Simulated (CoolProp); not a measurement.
Hexamethyldisiloxane (MM) along the isobar 1.01 bar: Z from the reference equation and from simpler models built on Tc = 245.6 °C, pc = 19.31 bar, ω = 0.418; each cubic takes its own stable root.

The numbers come from the reference Helmholtz-energy equation of state, Thol 2016 in CoolProp.

```
T (°C)   phase  reference
------  ------  ---------
-30.25  liquid   0.009944
-7.65   liquid   0.009362
14.85   liquid   0.008891
37.45   liquid   0.008508
59.95   liquid   0.008202
82.55   liquid   0.007964
105.05     gas     0.9398
127.55     gas     0.9518
150.15     gas     0.9607
172.65     gas     0.9675
```

**Question.** How far does each simpler model (van der Waals, Redlich-Kwong) lie from the reference over these 10 states: mean and median of the absolute difference, and the worst?

**Answer.** 
- van der Waals: mean 4511.0 %, median 68.0 %, worst +11969.3 % at 82.55 °C and 1.01 bar
- Redlich-Kwong: mean 1185.8 %, median 12.9 %, worst +11788.5 % at 82.55 °C and 1.01 bar

At some of these states van der Waals, Redlich-Kwong gives the other phase, because its saturation line lies elsewhere.
